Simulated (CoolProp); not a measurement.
Properties of normal hydrogen along the isotherm 19 K.

Computed with CoolProp (reference Helmholtz-energy equation of state, Leachman 2009).

| p (bar) | phase | Z | cp (kJ/(kg K)) | cv (kJ/(kg K)) | isothermal compressibility (1/MPa) | viscosity (µPa s) | Prandtl number |
|---|---|---|---|---|---|---|---|
| 1.3 | liquid | 0.02290 | 9.030 | 5.570 | 0.01667 | 15.2 | 1.33 |
| 2.59 | liquid | 0.04554 | 8.984 | 5.571 | 0.01638 | 15.4 | 1.34 |
| 3.89 | liquid | 0.06825 | 8.938 | 5.572 | 0.01610 | 15.5 | 1.34 |
| 5.19 | liquid | 0.09087 | 8.895 | 5.573 | 0.01582 | 15.7 | 1.34 |
| 6.48 | liquid | 0.1132 | 8.853 | 5.573 | 0.01556 | 15.8 | 1.35 |
| 7.78 | liquid | 0.1357 | 8.812 | 5.574 | 0.01531 | 16.0 | 1.35 |
| 9.07 | liquid | 0.1578 | 8.773 | 5.575 | 0.01507 | 16.1 | 1.35 |
| 10.4 | liquid | 0.1806 | 8.734 | 5.575 | 0.01483 | 16.2 | 1.36 |
| 11.7 | liquid | 0.2028 | 8.697 | 5.575 | 0.01460 | 16.4 | 1.36 |
| 13 | liquid | 0.2249 | 8.661 | 5.576 | 0.01438 | 16.5 | 1.36 |
| 14.3 | liquid | 0.2470 | 8.626 | 5.576 | 0.01417 | 16.7 | 1.37 |
| 15.6 | liquid | 0.2689 | 8.592 | 5.576 | 0.01397 | 16.8 | 1.37 |
| 16.9 | liquid | 0.2908 | 8.559 | 5.576 | 0.01377 | 17.0 | 1.38 |
| 18.1 | liquid | 0.3110 | 8.529 | 5.576 | 0.01360 | 17.1 | 1.38 |
| 19.4 | liquid | 0.3327 | 8.498 | 5.576 | 0.01341 | 17.2 | 1.38 |

Viscosity comes from a separate model (Muzny 2013). Thermal conductivity comes from a separate model (Assael 2011).
